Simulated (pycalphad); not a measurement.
Source of the numbers: pycalphad with the COST 507 light-alloy database (1999); pressure 1 atm. These are 1990s assessments: newer ones move some temperatures and phases. Amounts are mole fractions of atoms.

### Question
Give the equilibrium state of Cu-4.188Si (wt.%) at 1250 K.

### Answer
LIQUID, fraction 0.995, with 4.2 Si wt.%; FCC_A1, fraction 0.005, with 2.4 Si wt.%.

### Question
Give the equilibrium state of Cu-4.188Si (wt.%) at 800 K.

### Answer
FCC_A1, fraction 0.996, with 4.2 Si wt.%; CU56SI11_GAMMA, fraction 0.004, with 8.0 Si wt.%.

Database names, with the compositions (at.%) that they take in these runs: CU56SI11_GAMMA: Cu 84 Si 16. FCC_A1 is fcc.
